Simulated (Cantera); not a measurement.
Input: 1 mol Si3N4, 0.15 mol CO2, 6.1 mol N2, 0.015 mol O2, equilibrated at 1398.15 K.

Method: chemical equilibrium by Gibbs-energy minimisation in Cantera with the NASA 1993 tables (ideal gas, pure condensed phases). Candidate condensed phases: C, Si, SiC, SiO2, Si2N2O, Si3N4; 34 gas species. Mutual solubility and eutectic melting of coexisting phases are not modelled. Kinetics and transport are ignored.

### Question
Which condensed phases are stable at each of these points (P (Pa)): 0.100, 1.50, 22, 320, 4600, 68000, 1000000?

### Answer
```json
[
 {"P (Pa)": "0.100", "condensed phases": "Si(s) + SiC(s)", "Si condensed (%)": "89.0"},
 {"P (Pa)": "1.50", "condensed phases": "SiC(s) + Si2N2O(s) + Si3N4(s)", "Si condensed (%)": "99.4"},
 {"P (Pa)": "22", "condensed phases": "SiC(s) + Si2N2O(s) + Si3N4(s)", "Si condensed (%)": "100.0"},
 {"P (Pa)": "320", "condensed phases": "SiC(s) + Si2N2O(s) + Si3N4(s)", "Si condensed (%)": "100.0"},
 {"P (Pa)": "4600", "condensed phases": "C(graphite) + Si2N2O(s) + Si3N4(s)", "Si condensed (%)": "100.0"},
 {"P (Pa)": "68000", "condensed phases": "C(graphite) + Si2N2O(s) + Si3N4(s)", "Si condensed (%)": "100.0"},
 {"P (Pa)": "1000000", "condensed phases": "C(graphite) + Si2N2O(s) + Si3N4(s)", "Si condensed (%)": "100.0"}
]
```

At 0.000750 Torr the condensed part is Si(s) + SiC(s). From 0.0113 Torr to 2.40 Torr the condensed part is SiC(s) + Si2N2O(s) + Si3N4(s). From 34.5 Torr to 7500 Torr the condensed part is C(graphite) + Si2N2O(s) + Si3N4(s).
